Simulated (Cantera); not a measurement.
A closed system holds: 1 mol Ni, 0.013 mol H2S, 3.8 mol N2, at 3100 Pa.

These are equilibrium values from Cantera (NASA tables, ideal gas, pure condensed phases), not measurements of a reactor. Candidate condensed phases: Ni, NiS, NiS2, Ni3S2, Ni3S4, S; 17 gas species. Metal and sulfide melt together well below either melting point, which pure phases cannot show. Mutual solubility and eutectic melting of coexisting phases are not modelled. Gases not in the tables: S3 to S7. Rates play no part.

**Question.** Which condensed phases are stable at each of these points (T (K)): 1250, 1300, 1350, 1400, 1450, 1500, 1550, 1600, 1650?

**Answer.** 
```json
[
 {"T (K)": "1250", "condensed phases": "Ni(s) + Ni3S2(l)", "Ni condensed (%)": "100.0"},
 {"T (K)": "1300", "condensed phases": "Ni(s) + Ni3S2(l)", "Ni condensed (%)": "100.0"},
 {"T (K)": "1350", "condensed phases": "Ni(s) + Ni3S2(l)", "Ni condensed (%)": "100.0"},
 {"T (K)": "1400", "condensed phases": "Ni(s) + Ni3S2(l)", "Ni condensed (%)": "100.0"},
 {"T (K)": "1450", "condensed phases": "Ni(s) + Ni3S2(l)", "Ni condensed (%)": "100.0"},
 {"T (K)": "1500", "condensed phases": "Ni(s) + Ni3S2(l)", "Ni condensed (%)": "100.0"},
 {"T (K)": "1550", "condensed phases": "Ni(s) + Ni3S2(l)", "Ni condensed (%)": "100.0"},
 {"T (K)": "1600", "condensed phases": "Ni(s) + Ni3S2(l)", "Ni condensed (%)": "100.0"},
 {"T (K)": "1650", "condensed phases": "Ni(s)", "Ni condensed (%)": "100.0"}
]
```

From 1250 K to 1600 K the condensed part is Ni(s) + Ni3S2(l). At 1650 K the condensed part is Ni(s).
